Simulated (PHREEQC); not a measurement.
Copper plating or etch bath

Consider water at 42 °C with 0.041 mol/kgw CuCl2, 0.00022 mol/kgw H2SO4 and 0.27 mol/kgw NaCl. Closed to the air; pH follows from the charge balance.

The numbers come from PHREEQC with the ion-association model, phreeqc.dat.

No solid was allowed to form.

Estimate the pH, activity of water.

pH 3.47; activity of water 0.989.

In which forms is Cl present?

Cl- 95 %, CuCl+ 3.9 %, CuCl2 0.7 % of the Cl.

Constants without temperature data keep their 25 °C values here.
